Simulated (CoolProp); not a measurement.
Tetrahydrofuran at several states: Z from the reference equation and from simpler models built on Tc = 267.0 °C, pc = 5.304 MPa, ω = 0.234; each cubic takes its own stable root.

Values from CoolProp's reference Helmholtz-energy equation of state, Fiedler 2023.

| T (°C) | p (MPa) | phase | reference |
|---|---|---|---|
| -13.95 | 0.279 | liquid | 0.01010 |
| -83.15 | 10.9 | liquid | 0.4965 |
| -62.65 | 1.28 | liquid | 0.05402 |
| 141.75 | 0.0982 | gas | 0.9854 |
| 269.85 | 2.7 | gas | 0.7990 |

Problem. How far does each simpler model (van der Waals, Redlich-Kwong, Soave-Redlich-Kwong, Peng-Robinson) lie from the reference over these 5 states: mean and median of the absolute difference, and the worst?

Solution. 
- van der Waals: mean 39.4 %, median 63.7 %, worst +65.0 % at -62.65 °C and 1.28 MPa
- Redlich-Kwong: mean 6.6 %, median 10.1 %, worst +11.3 % at -83.15 °C and 10.9 MPa
- Soave-Redlich-Kwong: mean 5.9 %, median 8.3 %, worst +10.7 % at -83.15 °C and 10.9 MPa
- Peng-Robinson: mean 1.7 %, median 1.5 %, worst -3.6 % at -13.95 °C and 0.279 MPa
